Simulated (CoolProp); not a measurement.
Vapour-liquid equilibrium of propylene (1) + R22 (2) at 272.7 K; x and y are mole fractions of (1).

Computed with CoolProp (multi-fluid Helmholtz-energy mixture model, Lemmon 2013 and Kamei 1995; pair parameters Bell 2016).

```json
[
 {"x": "0.05", "bubble pressure (kPa)": "505.1", "y at the bubble point": "0.073", "dew pressure at overall composition x (kPa)": "500.6", "liquid density (mol/L)": "…"},
 {"x": "0.2", "bubble pressure (kPa)": "539.6", "y at the bubble point": "0.255", "dew pressure at overall composition x (kPa)": "529.5", "liquid density (mol/L)": "14.37"},
 {"x": "0.35", "bubble pressure (kPa)": "563.8", "y at the bubble point": "0.403", "dew pressure at overall composition x (kPa)": "555.8", "liquid density (mol/L)": "14.05"},
 {"x": "0.5", "bubble pressure (kPa)": "579.5", "y at the bubble point": "0.535", "dew pressure at overall composition x (kPa)": "576.0", "liquid density (mol/L)": "…"},
 {"x": "0.65", "bubble pressure (kPa)": "587.8", "y at the bubble point": "0.662", "dew pressure at overall composition x (kPa)": "587.4", "liquid density (mol/L)": "13.50"},
 {"x": "0.8", "bubble pressure (kPa)": "588.7", "y at the bubble point": "0.795", "dew pressure at overall composition x (kPa)": "588.5", "liquid density (mol/L)": "13.26"},
 {"x": "0.95", "bubble pressure (kPa)": "581.0", "y at the bubble point": "…", "dew pressure at overall composition x (kPa)": "…", "liquid density (mol/L)": "13.06"}
]
```

### Question
Some entries are withheld; supply them.

### Answer

- 0.05, liquid density (mol/L): 14.72
- 0.5, liquid density (mol/L): 13.76
- 0.95, y at the bubble point: 0.944
- 0.95, dew pressure at overall composition x (kPa): 580.6

y crosses x between x = 0.65 and 0.8: the model has an azeotrope there.

Pair parameters are fitted to limited data, so mixtures are less certain than the pure fluids.
